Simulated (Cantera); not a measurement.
**Equilibrium for silicon carbide growth: CH3SiCl3 + CH4 + H2**

Feed: 1 mol CH3SiCl3, 0.1 mol CH4, 81 mol H2, equilibrated at 0.00310 bar.

Cantera equilibrium calculation (NASA polynomials, part measured and part estimated; ideal gas, pure solids and liquids). Candidate condensed phases: C, C6H6, C7H8, C8H18, Si, SiC; 109 gas species. The feed counts by its element totals alone. The tables' values for SiCl are old estimates; treat these amounts as uncertain. Gases not in the tables: Si2H6 and higher silanes. Rates play no part.

```json
[
 {"T (K)": "1550", "x H2": "0.964", "x H": "0.000555", "x HCl": "0.0355", "x Si": "9.43e-8", "x Cl": "1.63e-5", "n C(graphite)": "0.100", "n SiC(s)": "0.997"},
 {"T (K)": "1625", "x H2": "0.963", "x H": "0.00124", "x HCl": "0.0355", "x Si": "6.01e-7", "x Cl": "3.61e-5", "n C(graphite)": "0.0984", "n SiC(s)": "0.995"},
 {"T (K)": "1700", "x H2": "0.962", "x H": "0.00260", "x HCl": "0.0354", "x Si": "3.25e-6", "x Cl": "7.42e-5", "n C(graphite)": "0.0941", "n SiC(s)": "0.994"},
 {"T (K)": "1775", "x H2": "0.959", "x H": "0.00509", "x HCl": "0.0352", "x Si": "1.52e-5", "x Cl": "0.000144", "n C(graphite)": "0.0859", "n SiC(s)": "0.991"},
 {"T (K)": "1850", "x H2": "0.955", "x H": "0.00945", "x HCl": "0.0350", "x Si": "6.26e-5", "x Cl": "0.000263", "n C(graphite)": "0.0733", "n SiC(s)": "0.984"},
 {"T (K)": "1925", "x H2": "0.947", "x H": "0.0167", "x HCl": "0.0346", "x Si": "0.000231", "x Cl": "0.000459", "n C(graphite)": "0.0598", "n SiC(s)": "0.965"},
 {"T (K)": "2000", "x H2": "0.935", "x H": "0.0282", "x HCl": "0.0339", "x Si": "0.000770", "x Cl": "0.000764", "n C(graphite)": "0.0623", "n SiC(s)": "0.907"},
 {"T (K)": "2075", "x H2": "0.916", "x H": "0.0458", "x HCl": "0.0330", "x Si": "0.00235", "x Cl": "0.00122", "n C(graphite)": "0.134", "n SiC(s)": "0.738"},
 {"T (K)": "2150", "x H2": "0.885", "x H": "0.0713", "x HCl": "0.0316", "x Si": "0.00665", "x Cl": "0.00186", "n C(graphite)": "0.418", "n SiC(s)": "0.257"},
 {"T (K)": "2225", "x H2": "0.847", "x H": "0.107", "x HCl": "0.0301", "x Si": "0.00902", "x Cl": "0.00276", "n C(graphite)": "0.450", "n SiC(s)": "0"},
 {"T (K)": "2300", "x H2": "0.798", "x H": "0.155", "x HCl": "0.0282", "x Si": "0.00891", "x Cl": "0.00395", "n C(graphite)": "0.210", "n SiC(s)": "0"},
 {"T (K)": "2375", "x H2": "0.737", "x H": "0.217", "x HCl": "0.0257", "x Si": "0.00863", "x Cl": "0.00543", "n C(graphite)": "0", "n SiC(s)": "0"},
 {"T (K)": "2450", "x H2": "0.662", "x H": "0.294", "x HCl": "0.0227", "x Si": "0.00842", "x Cl": "0.00714", "n C(graphite)": "0", "n SiC(s)": "0"},
 {"T (K)": "2525", "x H2": "0.576", "x H": "0.382", "x HCl": "0.0193", "x Si": "0.00809", "x Cl": "0.00901", "n C(graphite)": "0", "n SiC(s)": "0"}
]
```
x: gas mole fraction; n: condensed amount in mol.

From 1550 K to 2150 K the condensed part is C(graphite) + SiC(s). From 2225 K to 2300 K the condensed part is C(graphite). From 2375 K to 2525 K nothing is condensed. The main Si-bearing gas is SiCl2 at 1550 K and Si at 2525 K.
